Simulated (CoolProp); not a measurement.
n-hexane along the isobar 4.08 MPa: fugacity coefficient from the reference equation and from simpler models built on Tc = 234.7 °C, pc = 3.044 MPa, ω = 0.300; each cubic takes its own stable root.

The numbers come from the reference Helmholtz-energy equation of state, Thol 2019 in CoolProp.

```tsv
T (°C)	phase	reference	Redlich-Kwong	Soave-Redlich-Kwong
-37.85	liquid	0.0001688	0.0007325	0.0001691
-22.55	liquid	0.0004933	0.001840	0.0004929
-7.15	liquid	0.001252	0.004057	0.001252
8.25	liquid	0.002810	0.008000	0.002819
23.65	liquid	…	0.01440	…
39.05	liquid	0.01060	…	…
54.45	liquid	…	0.03762	0.01868
69.85	liquid	0.02979	0.05582	0.03054
85.25	liquid	0.04589	0.07913	0.04731
100.55	liquid	0.06731	0.1076	0.06973
115.95	liquid	0.09505	0.1418	0.09888
131.35	liquid	0.1295	0.1812	0.1352
146.75	liquid	0.1709	0.2257	0.1788
```

Task: Complete the blanks.

Result: 
- 23.65, reference: 0.005696
- 23.65, Soave-Redlich-Kwong: 0.005742
- 39.05, Redlich-Kwong: 0.02402
- 39.05, Soave-Redlich-Kwong: 0.01074
- 54.45, reference: 0.01833
